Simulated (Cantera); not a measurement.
A perfectly stirred reactor is fed with CH₄ : O₂ : N₂ = 1 : 2.41 : 12 (molar parts), equivalence ratio 0.83, at 68000 Pa; it is adiabatic with a 598 K inlet, and is followed from long to short residence time, starting on the burning branch (τ in s: 0.29, 0.14, 0.067, 0.032, 0.015, 0.0072, 0.0034, 0.0016, 0.00077, 0.00037, 0.00018, 8.4e-05).

Computed with Cantera and GRI-Mech 3.0 (53 species, 325 reactions).

x: mole fraction; the columns are a selection and need not sum to one.

```
τ (s)    T (K)     x CH₄    x O₂     x CH₃   x HCN    x C₂H₄    x CH₂O
-------  -----  --------  ------  --------  ------  --------  --------
0.29      1992   3.05e-6  0.0267   1.06e-6       …  1.81e-10   4.26e-7
0.14      1986   5.19e-6  0.0269   1.76e-6       …  4.50e-10   7.43e-7
0.067     1976   8.57e-6  0.0272   2.80e-6       …  9.83e-10   1.25e-6
0.032     1960   1.39e-5  0.0278   4.30e-6       …   1.96e-9   2.04e-6
0.015     1938   2.29e-5  0.0285   6.60e-6       …   3.82e-9   3.30e-6
0.0072    1909   3.77e-5  0.0296   1.00e-5       …   7.32e-9   5.24e-6
0.0034    1871   6.43e-5  0.0310   1.57e-5       …   1.50e-8   8.48e-6
0.0016    1825  0.000115  0.0328   2.55e-5       …   3.45e-8   1.41e-5
0.00077   1773  0.000216  0.0350   4.31e-5       …   9.01e-8   2.44e-5
0.00037   1713  0.000449  0.0384   7.93e-5       …   3.03e-7   4.60e-5
0.00018   1638   0.00117  0.0448  0.000178       …   1.75e-6  0.000105
8.4e-5     598    0.0649   0.156    <1e-12  <1e-12    <1e-12    <1e-12
```

**Question.** Some entries are withheld; supply them.

**Answer.** 
- 0.29, x HCN: 4.44e-8
- 0.14, x HCN: 5.17e-8
- 0.067, x HCN: 6.19e-8
- 0.032, x HCN: 7.72e-8
- 0.015, x HCN: 1.00e-7
- 0.0072, x HCN: 1.33e-7
- 0.0034, x HCN: 1.77e-7
- 0.0016, x HCN: 2.36e-7
- 0.00077, x HCN: 3.16e-7
- 0.00037, x HCN: 4.45e-7
- 0.00018, x HCN: 7.23e-7
